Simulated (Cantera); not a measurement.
A perfectly stirred reactor is fed with CO : O2 : H2O : N2 = 0.017 : 0.0065 : 0.035 : 1 (molar parts), equivalence ratio 1.3, at 42000 Pa; it is held at 1075 K, and followed from long to short residence time.

Detailed kinetics in Cantera: GRI-Mech 3.0 (53 species, 325 reactions).

One state of this run: x CO = 0.00903; x O2 = 0.00307; x H2O = 0.0320; x NO2 = 1.26e-11; x OH = 7.41e-5; x H2 = 0.000787; x H = 0.000568. x: mole fraction; the columns are a selection and need not sum to one.

**Question.** Which value of τ (s) does it belong to?
A. 0.0053
B. 0.0094
C. 0.029
D. 0.29

**Answer.** B, 0.0094
